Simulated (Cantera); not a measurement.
A Cantera script and what it prints.

```python
import numpy as np
import cantera as ct

gas_names = """
    O2 B2O3 ZrO2 CrO3
""".split()
cond_names = """
    B(b) B(L) Zr(a) Zr(b) Zr(L) Cr(cr) Cr(L)
""".split()


def load(file, names, dense=False):
    # The tables refer to 1 bar. Condensed volumes are neglected.
    table = {s.name: s for s in ct.Species.list_from_file(file)}
    out = []
    for n in names:
        d = dict(table[n].input_data)
        d["thermo"] = dict(d["thermo"], **{"reference-pressure": 1e5})
        if dense:
            d["equation-of-state"] = {"model": "constant-volume", "density": "1e6 g/cm^3"}
        out.append(ct.Species.from_dict(d))
    return out


species = {s.name: s for s in load("nasa_gas.yaml", gas_names) + load("nasa_condensed.yaml", cond_names)}
# Each term lists the table entries of one substance; the one whose range holds T is used.
reactions = {
    '1.333 B + O2(g) = 0.6667 B2O3(g)':
        [(-1.3333333333333333, ['B(b)', 'B(L)']), (-1, ['O2']), (0.6666666666666666, ['B2O3'])],
    'Zr + O2(g) = ZrO2(g)':
        [(-1, ['Zr(a)', 'Zr(b)', 'Zr(L)']), (-1, ['O2']), (1, ['ZrO2'])],
    '0.6667 Cr + O2(g) = 0.6667 CrO3(g)':
        [(-0.6666666666666666, ['Cr(cr)', 'Cr(L)']), (-1, ['O2']), (0.6666666666666666, ['CrO3'])],
}


def pick(names, T):
    return next(species[n] for n in names if species[n].thermo.min_temp <= T <= species[n].thermo.max_temp)


results = []
for label, terms in reactions.items():
    print(label)
    print("     T/K   dH/kJ  dS/(J/K)   dG/kJ   log10 K")
    for T in [1223, 1323, 1423, 1523, 1623]:
        used = [(nu, pick(names, T)) for nu, names in terms]
        dH = sum(nu * s.thermo.h(T) for nu, s in used) / 1e6
        dS = sum(nu * s.thermo.s(T) for nu, s in used) / 1e3
        dG = dH - T * dS / 1e3
        logK = -dG * 1e6 / (ct.gas_constant * T * np.log(10))
        results.append((label, T, dH, dS, dG, logK, [s.name for _, s in used]))
        print(f"{T:8g} {dH:8.1f} {dS:8.1f} {dG:8.1f} {logK:8.2f}")
```

Output:

```
1.333 B + O2(g) = 0.6667 B2O3(g)
     T/K   dH/kJ  dS/(J/K)   dG/kJ   log10 K
    1223   -560.4    -27.7   -526.6    22.49
    1323   -560.9    -28.1   -523.8    20.68
    1423   -561.4    -28.5   -520.9    19.12
    1523   -562.0    -28.8   -518.1    17.77
    1623   -562.6    -29.2   -515.2    16.58
Zr + O2(g) = ZrO2(g)
     T/K   dH/kJ  dS/(J/K)   dG/kJ   log10 K
    1223   -297.3     15.8   -316.7    13.52
    1323   -298.0     15.2   -318.2    12.56
    1423   -298.9     14.6   -319.7    11.74
    1523   -299.8     14.0   -321.1    11.01
    1623   -300.7     13.4   -322.5    10.38
0.6667 Cr + O2(g) = 0.6667 CrO3(g)
     T/K   dH/kJ  dS/(J/K)   dG/kJ   log10 K
    1223   -198.5    -48.6   -139.1     5.94
    1323   -199.2    -49.1   -134.2     5.30
    1423   -200.0    -49.7   -129.2     4.74
    1523   -200.9    -50.4   -124.2     4.26
    1623   -202.0    -51.1   -119.2     3.83
```

Cantera with NASA thermochemical tables; ideal gases at 1 bar, condensed phases pure. Condensed species are held in their standard states even where they would react or evaporate.
